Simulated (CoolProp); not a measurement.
A Linde-Hampson liquefier for dry air: isothermal reversible compression at 200 K from 1 atm to 20 MPa, throttling to 1 atm, return gas leaving the recuperator 5 K below the feed. Each further row changes one setting.

Model: reference Helmholtz-energy equation of state, Lemmon 2000, in CoolProp. It is a pseudo-pure fit of the blend.

| case | liquid yield per pass | compression work (kJ/kg of gas) |
|---|---|---|
| as stated | ___ | 284 |
| high pressure 40 MPa | ___ | ___ |
| warm-end temperature 230 K | ___ | ___ |
| warm-end gap 10 K | ___ | 284 |

Complete the blanks.


- as stated, liquid yield per pass: 0.240
- high pressure 40 MPa, liquid yield per pass: 0.269
- high pressure 40 MPa, compression work (kJ/kg of gas): 323
- warm-end temperature 230 K, liquid yield per pass: 0.162
- warm-end temperature 230 K, compression work (kJ/kg of gas): 337
- warm-end gap 10 K, liquid yield per pass: 0.228
